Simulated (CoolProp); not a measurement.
Toluene along the isobar 2 MPa: fugacity coefficient from the reference equation and from simpler models built on Tc = 318.6 °C, pc = 4.126 MPa, ω = 0.266; each cubic takes its own stable root.

Computed with CoolProp (reference Helmholtz-energy equation of state, Lemmon 2006). It is a short technical equation, of lower accuracy than the large ones.

```tsv
T (°C)	phase	reference	van der Waals	Redlich-Kwong	Soave-Redlich-Kwong	Peng-Robinson
173.55	liquid	0.2155	0.5241	0.3078	0.2218	0.2171
195.15	liquid	0.3121	0.6277	0.4178	0.3230	0.3153
216.85	liquid	0.4324	?	0.5453	?	0.4376
238.55	liquid	0.5751	0.7953	0.6867	0.5982	0.5824
260.15	liquid	0.7365	0.8153	?	?	0.7447
281.85	gas	0.7848	0.8326	0.8059	0.8000	0.7848
303.55	gas	0.8115	0.8477	0.8265	0.8243	0.8092
325.15	gas	0.8336	0.8609	0.8442	0.8451	0.8301
346.85	gas	0.8525	0.8727	0.8597	0.8631	0.8484
```

### Question
What belongs in the gaps?

### Answer

- 216.85, van der Waals: 0.7375
- 216.85, Soave-Redlich-Kwong: 0.4492
- 260.15, Redlich-Kwong: 0.7817
- 260.15, Soave-Redlich-Kwong: 0.7649

At some of these states van der Waals, Redlich-Kwong gives the other phase, because its saturation line lies elsewhere.
